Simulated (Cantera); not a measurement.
A Cantera script and its output.

```python
import numpy as np
import cantera as ct

gas = ct.Solution("gri30.yaml")


def delay(T, t_max=10):
    gas.TPX = T, 35000, {'CH4': 1, 'CO': 0.052, 'O2': 3.62, 'N2': 13.6}
    reactor = ct.IdealGasReactor(gas, clone=False)
    net = ct.ReactorNet([reactor])
    net.rtol, net.atol = 1e-8, 1e-16
    while net.time < t_max:
        t_old, T_old = net.time, reactor.T
        net.step()
        if reactor.T > T + 400:  # ignition: a rise of 400 K
            return t_old + (T + 400 - T_old) / (reactor.T - T_old) * (net.time - t_old)
    return np.nan


taus = []
for T in [1225, 1300, 1375, 1450, 1525, 1600]:
    taus.append(delay(T))
    print(f"T0 = {T:6g} K   tau = {taus[-1]:.4e} s")
```

Output:

```
T0 =   1225 K   tau = 5.2314e-02 s
T0 =   1300 K   tau = 1.8595e-02 s
T0 =   1375 K   tau = 7.4958e-03 s
T0 =   1450 K   tau = 3.4371e-03 s
T0 =   1525 K   tau = 1.7658e-03 s
T0 =   1600 K   tau = 9.8948e-04 s
```

Detailed kinetics in Cantera: GRI-Mech 3.0 (53 species, 325 reactions).
